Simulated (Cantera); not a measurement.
Charge: 1 mol CCl₄, 0.21 mol F₂, held at 2398 K and 0.00310 bar.

Method: chemical equilibrium by Gibbs-energy minimisation in Cantera with the NASA 1993 tables (ideal gas, pure condensed phases). Candidate condensed phases: C; 27 gas species. The numbers say what is thermodynamically allowed, not how fast it happens.

Base state: Cl 0.909, F 0.0832, CF₂ 0.00513, CF 0.00196, Cl₂ 0.000369, ClF 5.71e-5, C₃ 3.06e-5, C 1.24e-5 (mole fractions); condensed: C(graphite).

Problem. What changes in the equilibrium state with this change: 0.4 mol HF added?

Solution. 
```csv
species,before,after
Cl,0.909,0.831
HF,0,0.0813
F,0.0832,0.0785
HCl,0,0.00191
H,0,0.000131
Cl₂,0.000369,0.000309
ClF,5.71e-5,4.92e-5
"C(graphite), mol",0.968,0.969
```
Further candidate phases: C₆H₆, C₇H₈, C₈H₁₈.
